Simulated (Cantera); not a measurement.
A Cantera script and what it prints.

```python
import numpy as np
import cantera as ct

gas_names = """
    F F2 H HF H2 H2F2 H3F3 H4F4 H5F5 H6F6 H7F7 N NF NF2 NF3 NH NH2 NH3 N2 N2H2 N2H4 Si SiF SiF2 SiF3
    SiF4 SiH SiHF3 SiH2 SiH2F2 SiH3 SiH3F SiH4 SiN Si2 Si2N Si3
""".split()
cond_names = """
    Si(cr) Si(L) Si3N4(a)
""".split()


# ... load() reads the species with a 1 bar reference pressure and builds the phases ...
atoms = {
    'SiF4': {'Si': 1, 'F': 4},
    'NH3': {'N': 1, 'H': 3},
    'H2': {'H': 2},
}
top_T = {'Si3N4(a)': 2400}  # K; cautious upper limits of use, not melting points


# ... equilibrate(T, P, feed) seeds the gas with the atoms and calls Mixture.equilibrate('TP', solver="vcs", rtol=1e-11, max_steps=5000) ...
results = []
feed = {'SiF4': 1, 'NH3': 12, 'H2': 4.1}  # mol
T = 1450  # K
P = 10000  # Pa
mix = equilibrate(T, P, feed)
results.append((T, P, feed, dict(zip(mix.species_names, mix.species_moles))))
x = sorted(zip(gas.X, gas.species_names), reverse=True)
print(f"T = {T:g} K  P = {P:g} Pa  gas = {mix.phase_moles(0):.4g} mol")
print("   x: " + "  ".join(f"{s} {v:.3e}" for v, s in x if v > 1e-06))
print("   condensed (mol): " + ("  ".join(f"{mix.phase(i).name} {mix.phase_moles(i):.4g}"
      for i in range(1, mix.n_phases) if mix.phase_moles(i) > 1e-12) or "none"))
```

Output:

```
T = 1450 K  P = 10000 Pa  gas = 29.14 mol
   x: H2 7.549e-01  N2 2.057e-01  SiF4 2.998e-02  HF 5.454e-03  SiF3 2.449e-03  SiHF3 1.404e-03  SiF2 1.246e-04  SiH2F2 3.029e-05  H 2.598e-05  NH3 2.153e-06
   condensed (mol): Si3N4(a) 0.003134
```

These are equilibrium values from Cantera (NASA tables, ideal gas, pure condensed phases), not measurements of a reactor. The tables' values for SiF3, SiF2 are old estimates; treat these amounts as uncertain.
